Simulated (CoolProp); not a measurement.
Values from CoolProp's reference Helmholtz-energy equation of state, Lemmon 2005. It is a short technical equation, of lower accuracy than the large ones.

Question: For cis-2-butene, give the phase and the density (kg/m³), cp (kJ/(kg K)), Joule-Thomson coefficient (K/MPa), isothermal compressibility (1/MPa) at 270.1 K and 123 kPa; 384.1 K and 491 kPa.

Answer: 
- 270.1 K and 123 kPa: liquid; density 648, cp 2.13, Joule-Thomson coefficient -0.387, isothermal compressibility 0.00179
- 384.1 K and 491 kPa: gas; density 9.22, cp 1.86, Joule-Thomson coefficient 14.2, isothermal compressibility 2.18
